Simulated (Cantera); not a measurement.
## Nb2O5 + H2 (hydrogen reduction and annealing atmospheres)

A closed system holds: 1 mol Nb2O5, a varied amount of H2, equilibrated at 2330 Torr.

Method: chemical equilibrium by Gibbs-energy minimisation in Cantera with the NASA 1993 tables (ideal gas, pure condensed phases). Candidate condensed phases: H2O, Nb, NbO, NbO2, Nb2O5; 12 gas species. Mutual solubility and eutectic melting of coexisting phases are not modelled. NbO: taken at fixed stoichiometry. Condensed phases not in the tables: the oxides between NbO2 and Nb2O5, N, O or C dissolved in the metal. Kinetics and transport are ignored.

Q: Map the stable condensed phases over T = 1873, 1898, 1923, 1948, 1973, 1998, 2023, 2048, 2073 K and n(H2) in mol = 320, 590, 870, 1100, 1400, 1700, 2000, 2200, 2500.

A: 
```
T in K \ n(H2) in mol
          320  590  870 1100 1400 1700 2000 2200 2500
   2073     A    A    A    A    A    B    B    B    C
   2048     A    A    A    A    A    B    B    B    B
   2023     A    A    A    A    A    A    B    B    B
   1998     A    A    A    A    A    A    A    B    B
   1973     A    A    A    A    A    A    A    A    B
   1948     A    A    A    A    A    A    A    A    A
   1923     A    A    A    A    A    A    A    A    A
   1898     D    A    A    A    A    A    A    A    A
   1873     D    A    A    A    A    A    A    A    A
```
A: NbO; B: Nb + NbO; C: Nb; D: NbO + NbO2.
